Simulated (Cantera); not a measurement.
An isothermal, constant-pressure homogeneous reactor starts with H₂ : O₂ = 0.21 : 1.8 (molar parts), equivalence ratio 0.058, at 973 K and 20.0 Torr.

Computed with Cantera and the H2/O2 subset of GRI-Mech 3.0, which has no nitrogen chemistry. Radical loss at walls, strong at low pressure, is not modelled. The temperature is held fixed by assumption; the heat of reaction is taken as removed at once.

x: mole fraction; the columns are a selection and need not sum to one.

```tsv
t (s)	x H₂	x O₂	x HO₂	x OH	x O	x H₂O₂	x H₂O
0.000800	0.104	0.896	1.93e-9	7.44e-9	1.83e-8	<1e-12	4.05e-8
0.00208	0.104	0.895	8.95e-6	9.90e-5	0.000240	6.32e-9	0.000551
0.00541	0.00326	0.877	2.34e-5	0.00215	0.00952	7.02e-7	0.101
0.0141	0.000360	0.889	1.07e-5	0.000432	0.00102	4.47e-7	0.109
0.0366	5.73e-5	0.890	3.31e-6	0.000142	0.000134	2.65e-7	0.110
0.0953	9.57e-6	0.890	8.52e-7	5.84e-5	2.20e-5	1.34e-7	0.110
0.248	1.40e-6	0.890	2.09e-7	2.68e-5	4.45e-6	6.06e-8	0.110
0.645	1.83e-7	0.890	5.54e-8	1.33e-5	1.09e-6	2.60e-8	0.110
1.68	3.08e-8	0.890	1.68e-8	7.14e-6	3.15e-7	1.11e-8	0.110
4.37	8.05e-9	0.890	5.64e-9	4.05e-6	1.02e-7	4.74e-9	0.110
11.4	2.55e-9	0.890	2.06e-9	2.38e-6	3.52e-8	2.00e-9	0.110
29.6	8.74e-10	0.890	8.55e-10	?	?	8.27e-10	0.110
76.9	3.14e-10	0.890	4.85e-10	?	?	3.35e-10	0.110
200	1.18e-10	0.890	4.50e-10	5.31e-7	1.77e-9	1.36e-10	0.110
```

### Question
Some entries are withheld; supply them.

### Answer

- 29.6, x OH: 1.42e-6
- 29.6, x O: 1.27e-8
- 76.9, x OH: 8.62e-7
- 76.9, x O: 4.67e-9
